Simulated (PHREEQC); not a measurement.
Model water analysis in mg/L, 20 °C, pH 2.28, pe 8.2: Na 116; K 3; Ca 225; Mg 74.8; Cl 280; S(6) as SO4 1260; N(5) as NO3 25.7; Br 0.683; Cu(2) 0.188; Li 0.272.

Valence states are taken as typed.

All values are PHREEQC results (ion-association model, wateq4f.dat), not measurements.

| quantity | before | after |
|---|---|---|
| ionic strength (mol/kgw) | 0.0398 | 0.104 |
| SO4-2 (mol/kgw) | 0.00826 | 0.0233 |
| Ca+2 (mol/kgw) | 0.00401 | 0.0103 |
| HSO4- (mol/kgw) | 0.00224 | 0.00511 |
| Mg+2 (mol/kgw) | 0.00216 | 0.00544 |
| CaSO4 (mol/kgw) | 0.00156 | 0.00642 |
| SI of Gypsum (CaSO4:2H2O) | -0.50 | +0.12 |
| SI of Halite (NaCl) | -6.14 | -5.25 |

What was changed between the two runs?
(A) all concentrations times 3 at the same typed pH
(B) Br from 0.683 to 0.342 mg/L
(C) Cl from 280 to 560 mg/L

A, all concentrations times 3 at the same typed pH

This is a speciation only: nothing precipitates in the calculation. Some of these states are supersaturated (in Gypsum, for instance).
